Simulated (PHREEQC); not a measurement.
Model water analysis in mg/L, 20 °C, pH 7, pe -1.9:

```csv
constituent,mg/L
Na,8.87
K,0.239
Ca,66.5
Mg,9.98
Cl,115
S(6) as SO4,2.74
Alkalinity as HCO3,68.8
Sr,0.426
F,0.0112
Zn,7.88
B,0.672
Li,0.84
Fe(2),0.0832
```

Cl is adjusted to close the charge balance.
Valence states are taken as typed.

Computed with PHREEQC (ion-association model, wateq4f.dat).

Task: The ionic strength comes out as 0.00703 mol/kgw. What activity coefficients do CaHCO3+, Li+, Fe+2, K+, ZnHCO3+ get?

Result: CaHCO3+ 0.92, Li+ 0.92, Fe+2 0.71, K+ 0.91, ZnHCO3+ 0.92.

No solid was allowed to form. Species that the database lacks are ignored. Real BF4- forms and hydrolyses slowly; the run takes it at equilibrium. Fluoro complexes past AlF4- and FeF3 are missing from the database.
